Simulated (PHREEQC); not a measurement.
A solution holds 0.0072 mol CdBr2, 0.012 mol BaBr2 and 0.0043 mol HCl per kg of water, at 30 °C. Closed to the air; pH follows from the charge balance.

Model: ion-association model, wateq4f.dat, run in PHREEQC.

Question: The ionic strength comes out as 0.0510 mol/kgw. What activity coefficients do CdBr+, Ba+2, H+, Br-, Cd+2 get?

Answer: CdBr+ 0.82, Ba+2 0.46, H+ 0.85, Br- 0.82, Cd+2 0.45.

This is a speciation only: nothing precipitates in the calculation.
